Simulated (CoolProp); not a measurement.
Properties of n-butane along the isotherm 446.7 K (Tc = 425.1 K, pc = 3.796 MPa, ω = 0.201).

Computed with CoolProp (reference Helmholtz-energy equation of state, Bücker 2006).

```tsv
p (MPa)	phase	density (kg/m³)	Prandtl number
0.0379	gas	0.5948	0.744
0.064	gas	1.006	0.745
0.108	gas	1.704	0.745
0.182	gas	2.888	0.747
0.308	gas	4.935	…
0.519	gas	8.459	0.754
0.877	gas	14.74	…
1.48	gas	…	…
2.5	gas	50.27	…
4.21	supercritical	120.8	1.34
7.11	supercritical	…	2.40
12	supercritical	406.4	2.40
```

Problem. Some entries are withheld; supply them.

Solution. 
- 0.308, Prandtl number: 0.749
- 0.877, Prandtl number: 0.764
- 1.48, density (kg/m³): 26.35
- 1.48, Prandtl number: 0.787
- 2.5, Prandtl number: 0.856
- 7.11, density (kg/m³): 343.0

Viscosity comes from a separate model (Vogel 1999). Thermal conductivity comes from a separate model (Perkins 2002).
